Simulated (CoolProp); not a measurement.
Sulfur dioxide along the isotherm 394.8 K: Z from the reference equation and from simpler models built on Tc = 430.6 K, pc = 7.887 MPa, ω = 0.256; each cubic takes its own stable root.

Values from CoolProp's reference Helmholtz-energy equation of state, Gao 2016.

```json
[
 {"p (MPa)": "0.0125", "phase": "gas", "reference": "0.9993"},
 {"p (MPa)": "0.0188", "phase": "gas", "reference": "0.9989"},
 {"p (MPa)": "0.0284", "phase": "gas", "reference": "0.9983"},
 {"p (MPa)": "0.0428", "phase": "gas", "reference": "0.9974"},
 {"p (MPa)": "0.0646", "phase": "gas", "reference": "0.9961"},
 {"p (MPa)": "0.0974", "phase": "gas", "reference": "0.9942"},
 {"p (MPa)": "0.147", "phase": "gas", "reference": "0.9912"},
 {"p (MPa)": "0.222", "phase": "gas", "reference": "0.9866"},
 {"p (MPa)": "0.335", "phase": "gas", "reference": "0.9797"},
 {"p (MPa)": "0.505", "phase": "gas", "reference": "0.9692"},
 {"p (MPa)": "0.761", "phase": "gas", "reference": "0.9530"},
 {"p (MPa)": "1.15", "phase": "gas", "reference": "0.9275"},
 {"p (MPa)": "1.73", "phase": "gas", "reference": "0.8871"},
 {"p (MPa)": "2.61", "phase": "gas", "reference": "0.8189"},
 {"p (MPa)": "3.94", "phase": "gas", "reference": "0.6877"}
]
```

### Question
How far does each simpler model (Pitzer virial, van der Waals, Redlich-Kwong, Soave-Redlich-Kwong, Peng-Robinson) lie from the reference over these 15 states: mean and median of the absolute difference, and the worst?

### Answer
- Pitzer virial: mean 1.1 %, median 0.0 %, worst +11.4 % at 394.8 K and 3.94 MPa
- van der Waals: mean 1.7 %, median 0.3 %, worst +12.2 % at 394.8 K and 3.94 MPa
- Redlich-Kwong: mean 0.7 %, median 0.1 %, worst +5.6 % at 394.8 K and 3.94 MPa
- Soave-Redlich-Kwong: mean 0.4 %, median 0.1 %, worst +3.3 % at 394.8 K and 3.94 MPa
- Peng-Robinson: mean 0.2 %, median 0.1 %, worst +0.5 % at 394.8 K and 3.94 MPa
